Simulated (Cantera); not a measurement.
An isothermal, constant-pressure homogeneous reactor starts with 7.06 % H2, 92.9 % O2, at 1073 K and 860 Pa.

Detailed kinetics in Cantera: the H2/O2 subset of GRI-Mech 3.0, which has no nitrogen chemistry. Radical loss at walls, strong at low pressure, is not modelled. The temperature is held fixed by assumption; the heat of reaction is taken as removed at once.

x: mole fraction; the columns are a selection and need not sum to one.

| t (s) | x H2 | x O2 | x O | x HO2 | x H | x H2O |
|---|---|---|---|---|---|---|
| 2.00e-6 | 0.0706 | 0.929 | <1e-12 | 5.28e-12 | 5.24e-12 | <1e-12 |
| 9.02e-6 | 0.0706 | 0.929 | <1e-12 | 2.38e-11 | 2.31e-11 | <1e-12 |
| 4.07e-5 | 0.0706 | 0.929 | 1.45e-11 | 1.08e-10 | 9.50e-11 | 2.12e-12 |
| 0.000184 | 0.0706 | 0.929 | 2.34e-10 | 4.86e-10 | 3.80e-10 | 1.31e-10 |
| 0.000829 | 0.0706 | 0.929 | 6.33e-9 | 2.23e-9 | 4.94e-9 | 9.12e-9 |
| 0.00374 | 0.0703 | 0.929 | 0.000120 | 7.57e-7 | 8.86e-5 | 0.000209 |
| 0.0169 | 0.00132 | 0.892 | 0.0293 | 4.21e-6 | 0.0122 | 0.0626 |
| 0.0762 | 0.000402 | 0.917 | 0.00844 | 3.31e-6 | 0.00188 | 0.0707 |
| 0.344 | 2.89e-5 | 0.926 | 0.000611 | 1.04e-6 | 3.59e-5 | 0.0729 |
| 1.55 | (withheld) | 0.927 | (withheld) | (withheld) | (withheld) | 0.0732 |
| 7.00 | 1.58e-7 | 0.927 | 3.62e-6 | 1.75e-8 | 1.64e-8 | 0.0732 |

Problem. Fill in the missing entries.

Solution. 
- 1.55, x H2: 1.66e-6
- 1.55, x O: 3.66e-5
- 1.55, x HO2: 1.37e-7
- 1.55, x H: 5.29e-7
